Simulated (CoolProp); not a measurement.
Properties of propylene along the isobar 2.31 MPa.

The numbers come from the reference Helmholtz-energy equation of state, Lemmon 2013 in CoolProp.

| T (°C) | phase | cp (kJ/(kg K)) | expansivity (1/kK) | viscosity (µPa s) | Prandtl number |
|---|---|---|---|---|---|
| -163.65 | liquid | 2.116 | 1.525 | 2510 | 28.9 |
| -144.35 | liquid | 2.080 | 1.540 | 1110 | 12.9 |
| -125.05 | liquid | 2.062 | 1.578 | 652 | 7.70 |
| -105.65 | liquid | 2.063 | 1.639 | 442 | 5.40 |
| -86.35 | liquid | 2.083 | 1.722 | 325 | 4.18 |
| -67.05 | liquid | 2.121 | 1.834 | 251 | 3.44 |
| -47.75 | liquid | 2.178 | 1.984 | 200 | 2.97 |
| -28.45 | liquid | 2.255 | 2.187 | 163 | 2.65 |
| -9.15 | liquid | 2.356 | 2.473 | 134 | 2.44 |
| 10.15 | liquid | 2.489 | 2.903 | 112 | 2.32 |
| 29.55 | liquid | 2.682 | 3.632 | 92.9 | 2.26 |
| 48.85 | liquid | 3.025 | 5.184 | 75.8 | 2.31 |
| 68.15 | gas | 2.375 | 8.037 | 11.2 | 0.983 |
| 87.45 | gas | 2.191 | 5.838 | 11.5 | 0.892 |
| 106.75 | gas | 2.140 | 4.733 | 12.0 | 0.846 |

Viscosity comes from a separate model (Huber 2003), an estimate that may be off by 10 % or more. Thermal conductivity comes from a separate model (Huber 2003), an estimate that may be off by 10 % or more.
